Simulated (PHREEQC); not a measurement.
Make-up at 20 °C: 0.15 mol HF, 0.24 mol NH4F and 0.00051 mol H4SiO4 per kg of water. Closed to the air; pH follows from the charge balance.

Equilibrium calculation in PHREEQC: ion-association model, wateq4f.dat.

```
quantity             before    after
-------------------  ------  -------
pH                     3.40     3.37
F- (mol/kgw)          0.190    0.103
HF (mol/kgw)         0.0676   0.0440
HF2- (mol/kgw)       0.0498   0.0171
H2F2 (mol/kgw)       0.0150  0.00619
SI of Quartz (SiO2)  -11.28   -10.22
```

Question: Name the change that produced these shifts.
(A) NH4F from 0.24 to 0.36 mol/kgw
(B) diluted 2-fold with water
(C) temperature from 20 to 25 °C
(D) HF left out
(E) diluted 10-fold with water

Answer: B, diluted 2-fold with water

Precipitation was switched off in this run. wateq4f.dat counts part of the HF as a dimer, H2F2, which phreeqc.dat doesn't know; its constant is uncertain. SiF6-2 is the database's only silicon fluoride.
